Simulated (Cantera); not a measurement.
# Transport properties of process gases

Gas mixture: CO = 0.83 (molar parts), at 0.000197 atm, frozen composition.

Cantera's kinetic-theory transport with the Lennard-Jones parameters of GRI-Mech 3.0, ideal gas; thermal conductivity in the mixture-averaged form.

| T (K) | ρ (kg/m³) | cp (J/kg/K) | μ (µPa s) | λ (mW/m/K) | Pr | D (cm²/s) NO | D (cm²/s) N2 | D (cm²/s) H |
|---|---|---|---|---|---|---|---|---|
| 400 | 0.000168 | 1049 | 22.0 | 31.7 | 0.726 | 1700 | 1730 | 10200 |
| 500 | 0.000135 | 1064 | 25.7 | 38.0 | 0.720 | 2490 | 2540 | 15000 |
| 600 | 0.000112 | 1086 | 29.1 | 44.2 | 0.715 | 3400 | 3460 | 20500 |
| 700 | 9.63e-5 | 1112 | 32.3 | 50.2 | 0.714 | 4410 | 4480 | 26700 |
| 800 | 8.42e-5 | 1139 | 35.2 | 56.1 | 0.715 | 5510 | 5610 | 33400 |
| 900 | 7.49e-5 | 1164 | 38.1 | 61.9 | 0.716 | 6710 | 6830 | 40700 |
| 1000 | 6.74e-5 | 1184 | 40.8 | 67.5 | 0.715 | 8010 | 8140 | 48600 |
| 1100 | 6.13e-5 | 1203 | 43.4 | 73.0 | 0.715 | 9380 | 9540 | 57000 |
| 1200 | 5.61e-5 | 1219 | 45.9 | 78.3 | 0.715 | 10800 | 11000 | 65900 |
D: mixture-averaged diffusion coefficient of that species in the mixture.
